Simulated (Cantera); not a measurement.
A Cantera script and its output.

```python
import numpy as np
import cantera as ct

gas = ct.Solution("h2o2.yaml")
gas.TPX = 650, 100000, {'H2': 1, 'O2': 0.676, 'N2': 1.69}
flame = ct.FreeFlame(gas, width=0.04)
flame.set_refine_criteria(ratio=3, slope=0.08, curve=0.16)
flame.transport_model = "mixture-averaged"
flame.solve(loglevel=0, auto=True)
z, T = flame.grid, flame.T
thick = (T[-1] - T[0]) / np.gradient(T, z).max()
show = ['H2', 'O2', 'HO2', 'H2O2', 'H', 'OH']
print(f"laminar burning velocity  {flame.velocity[0] * 100:.3f} cm/s")
print(f"burnt temperature         {T[-1]:.1f} K")
print(f"thermal thickness         {thick * 1e3:.4f} mm")
print(f"grid points               {len(z)}")
z0 = z[flame.heat_release_rate.argmax()]
print(f"{'z/mm':>9s}{'T/K':>9s}{'u/(m/s)':>9s}" + "".join(f"{s:>11s}" for s in show))
rows = []
for k in (-3, -2, -1.5, -1, -0.5, -0.25, 0, 0.25, 0.5, 1, 2, 4, 8):
    zz = z0 + k * thick
    rows.append([k * thick, np.interp(zz, z, T), np.interp(zz, z, flame.velocity),
                 *(np.interp(zz, z, flame.X[gas.species_index(s)]) for s in show)])
    print(f"{rows[-1][0] * 1e3:9.3f}{rows[-1][1]:9.1f}{rows[-1][2]:9.3f}" + "".join(f"{x:11.3e}" for x in rows[-1][3:]))
```

It prints:

```
laminar burning velocity  971.399 cm/s
burnt temperature         2577.7 K
thermal thickness         0.4146 mm
grid points               129
     z/mm      T/K  u/(m/s)         H2         O2        HO2       H2O2          H         OH
   -1.244    650.0    9.714  2.971e-01  2.008e-01  3.593e-12  1.771e-15  5.920e-15  1.233e-16
   -0.829    650.0    9.714  2.971e-01  2.008e-01  3.051e-10  7.738e-14  1.765e-12  2.255e-14
   -0.622    650.0    9.714  2.971e-01  2.008e-01  1.446e-08  4.280e-12  4.436e-10  2.729e-12
   -0.415    650.0    9.714  2.971e-01  2.008e-01  7.652e-07  3.872e-10  7.265e-08  3.907e-10
   -0.207    664.3    9.887  2.933e-01  2.012e-01  2.606e-04  2.662e-06  2.411e-04  6.677e-05
   -0.104    860.2   12.503  2.579e-01  1.974e-01  2.365e-04  1.291e-05  7.446e-03  1.043e-03
    0.000   1311.1   18.354  1.363e-01  1.496e-01  1.197e-04  8.018e-06  4.240e-02  6.798e-03
    0.104   1636.1   22.603  5.141e-02  8.861e-02  6.128e-05  3.390e-06  5.752e-02  1.720e-02
    0.207   1796.6   24.621  3.797e-02  7.454e-02  4.256e-05  1.858e-06  5.014e-02  2.229e-02
    0.415   1972.7   26.723  3.454e-02  6.946e-02  2.959e-05  1.004e-06  3.729e-02  2.647e-02
    0.829   2156.0   28.819  3.013e-02  6.580e-02  1.932e-05  6.115e-07  2.476e-02  2.918e-02
    1.658   2329.9   30.728  2.380e-02  6.279e-02  1.275e-05  4.516e-07  1.453e-02  2.953e-02
    3.316   2474.2   32.261  1.694e-02  6.073e-02  1.068e-05  4.527e-07  7.605e-03  2.739e-02
```

Detailed kinetics in Cantera: the H2/O2 subset of GRI-Mech 3.0, which has no nitrogen chemistry. Burning velocities carry a grid error of a few per cent, more on coarse grids.
